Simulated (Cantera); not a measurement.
Charge: 1 mol MgCl2, 0.39 mol O2, 55 mol N2, 0.086 mol HCl, equilibrated at 1330 Pa.

Cantera equilibrium calculation (NASA polynomials, part measured and part estimated; ideal gas, pure solids and liquids). Candidate condensed phases: H2O, Mg, MgCl2, MgO, Mg(OH)2, NH4Cl; 38 gas species. Equilibrium is a limit: real reactors are often held back by kinetics, nucleation or transport.

Question: At 1900 K, list the 4 most abundant gas species with their mole fractions, and the condensed phases.

Answer: N2 0.970, Cl 0.0149, MgCl2 0.0102, O2 0.00271. Condensed: MgO(s).
